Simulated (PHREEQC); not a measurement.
Consider water at 60 °C with 5 mmol/kgw NaOH, 0.00036 mmol/kgw H4SiO4 and 1.6 mmol/kgw K2CO3. Closed to the air; pH follows from the charge balance.

Computed with PHREEQC (ion-association model, phreeqc.dat).

This is a speciation only: nothing precipitates in the calculation.

Problem. Estimate the pH, specific conductance.

Solution. pH 10.69; specific conductance 2960 µS/cm.

Problem. In which forms is Na present?

Solution. Na+ 94 %, NaCO3- 6.1 % of the Na.

Constants without temperature data keep their 25 °C values here.
